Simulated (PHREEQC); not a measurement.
A solution holds 0.02 mol Cu(NO3)2, 0.00042 mol HBF4 and 0.00033 mol KCl per kg of water, at 25 °C. Closed to the air; pH follows from the charge balance.

Model: ion-association model, phreeqc.dat, run in PHREEQC.

Each row changes one thing in this solution. No solid was allowed to form.

```json
[
 {"case": "as made", "pH": "3.11", "F- (mol/kgw)": "0.000779", "HF (mol/kgw)": "0.000719", "H3BO3 (mol/kgw)": "0.000403", "CuF+ (mol/kgw)": "0.000127", "CuCl+ (mol/kgw)": "7.87e-6", "SI of Sylvite (KCl)": "-8.07"},
 {"case": "0.00022 mol/kgw NaOH added", "pH": "3.18", "F- (mol/kgw)": "0.000842", "HF (mol/kgw)": "0.000652", "H3BO3 (mol/kgw)": "0.000405", "CuF+ (mol/kgw)": "(withheld)", "CuCl+ (mol/kgw)": "7.87e-6", "SI of Sylvite (KCl)": "-8.07"},
 {"case": "Cu(NO3)2 from 0.02 to 0.018 mol/kgw", "pH": "3.11", "F- (mol/kgw)": "(withheld)", "HF (mol/kgw)": "0.000726", "H3BO3 (mol/kgw)": "0.000403", "CuF+ (mol/kgw)": "0.000118", "CuCl+ (mol/kgw)": "7.29e-6", "SI of Sylvite (KCl)": "-8.06"},
 {"case": "diluted 10-fold with water", "pH": "3.88", "F- (mol/kgw)": "0.000139", "HF (mol/kgw)": "2.53e-5", "H3BO3 (mol/kgw)": "4.20e-5", "CuF+ (mol/kgw)": "3.66e-6", "CuCl+ (mol/kgw)": "1.28e-7", "SI of Sylvite (KCl)": "-9.94"},
 {"case": "Cu(NO3)2 from 0.02 to 0.022 mol/kgw", "pH": "3.10", "F- (mol/kgw)": "0.000777", "HF (mol/kgw)": "0.000713", "H3BO3 (mol/kgw)": "0.000403", "CuF+ (mol/kgw)": "0.000136", "CuCl+ (mol/kgw)": "(withheld)", "SI of Sylvite (KCl)": "-8.07"},
 {"case": "temperature from 25 to 40 °C", "pH": "3.14", "F- (mol/kgw)": "0.000714", "HF (mol/kgw)": "0.000800", "H3BO3 (mol/kgw)": "0.000409", "CuF+ (mol/kgw)": "0.000130", "CuCl+ (mol/kgw)": "(withheld)", "SI of Sylvite (KCl)": "-8.15"}
]
```

Q: Some entries are withheld; supply them.

A: 
- 0.00022 mol/kgw NaOH added, CuF+ (mol/kgw): 0.000137
- Cu(NO3)2 from 0.02 to 0.018 mol/kgw, F- (mol/kgw): 0.000780
- Cu(NO3)2 from 0.02 to 0.022 mol/kgw, CuCl+ (mol/kgw): 8.43e-6
- temperature from 25 to 40 °C, CuCl+ (mol/kgw): 1.52e-5

Constants without temperature data keep their 25 °C values here. Real BF4- forms and hydrolyses slowly; the run takes it at equilibrium.
